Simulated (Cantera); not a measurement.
Input (Python, Cantera):

```python
import numpy as np
import cantera as ct

gas = ct.Solution("gri30.yaml")
gas.TPX = 1125, 1900, {'N2O': 1}
reactor = ct.IdealGasConstPressureReactor(gas, energy="off", clone=False)
net = ct.ReactorNet([reactor])
net.rtol, net.atol = 1e-08, 1e-18
show = ['N2O', 'NO', 'O', 'N2', 'O2']
times = np.geomspace(0.0003, 100, 15)

steps = ct.SolutionArray(gas, extra=["t"])
rows = []
print(f"{'t/s':>10s}{'T/K':>9s}{'P/Pa':>11s}" + "".join(f"{s:>11s}" for s in show))
for t in times:
    while net.time < t:
        t_next = net.step()
        steps.append(gas.state, t=t_next)
    rows.append([np.interp(t, steps.t, y) for y in (steps.T, steps.P, *steps(*show).X.T)])
    print(f"{t:10.3e}{rows[-1][0]:9.1f}{rows[-1][1]:11.4g}" + "".join(f"{x:11.3e}" for x in rows[-1][2:]))
rate = np.gradient(steps.T, steps.t)
print("integrator steps:", len(steps.t))
if steps.T.max() > steps.T[0] + 200:
    print(f"time of steepest temperature rise: {steps.t[rate.argmax()]:.4e} s")
gas.TPX = 1125, 1900, {'N2O': 1}
gas.equilibrate("TP")
print(f"equilibrium (TP): T = {gas.T:.1f} K  " + "  ".join(f"{s} {gas[s].X[0]:.3e}" for s in show))
```

It prints:

```
       t/s      T/K       P/Pa        N2O         NO          O         N2         O2
 3.000e-04   1125.0       1900  1.000e+00  1.721e-08  2.727e-07  4.887e-07  1.037e-07
 7.441e-04   1125.0       1900  1.000e+00  7.899e-08  4.395e-07  1.431e-06  4.758e-07
 1.845e-03   1125.0       1900  1.000e+00  2.835e-07  5.188e-07  4.076e-06  1.708e-06
 4.577e-03   1125.0       1900  1.000e+00  8.199e-07  5.245e-07  1.081e-05  4.939e-06
 1.135e-02   1125.0       1900  1.000e+00  2.153e-06  5.246e-07  2.754e-05  1.297e-05
 2.816e-02   1125.0       1900  9.999e-01  5.458e-06  5.246e-07  6.901e-05  3.288e-05
 6.983e-02   1125.0       1900  9.997e-01  1.365e-05  5.246e-07  1.719e-04  8.225e-05
 1.732e-01   1125.0       1900  9.993e-01  3.397e-05  5.246e-07  4.268e-04  2.047e-04
 4.296e-01   1125.0       1900  9.983e-01  8.432e-05  5.245e-07  1.059e-03  5.080e-04
 1.065e+00   1125.0       1900  9.959e-01  2.089e-04  5.245e-07  2.622e-03  1.259e-03
 2.643e+00   1125.0       1900  9.899e-01  5.161e-04  5.245e-07  6.478e-03  3.110e-03
 6.554e+00   1125.0       1900  9.752e-01  1.267e-03  5.245e-07  1.591e-02  7.637e-03
 1.626e+01   1125.0       1900  9.399e-01  3.068e-03  5.243e-07  3.851e-02  1.849e-02
 4.032e+01   1125.0       1900  8.595e-01  7.175e-03  5.238e-07  9.008e-02  4.325e-02
 1.000e+02   1125.0       1900  6.952e-01  1.555e-02  5.225e-07  1.954e-01  9.382e-02
integrator steps: 700
equilibrium (TP): T = 1125.0 K  N2O 1.156e-09  NO 1.237e-04  O 1.946e-08  N2 6.666e-01  O2 3.333e-01
```

Cantera simulation using GRI-Mech 3.0 (53 species, 325 reactions); the numbers are that mechanism's predictions, not measurements. GRI-Mech 3.0 was tuned for natural gas; its chemistry of N2O as a main component is partial and can be far from experiment. Radical loss at walls, strong at low pressure, is not modelled. The mechanism lacks the step 2 NO + O2 → 2 NO2, which can matter for NO2 below about 1400 K. The temperature is held fixed by assumption; the heat of reaction is taken as removed at once.
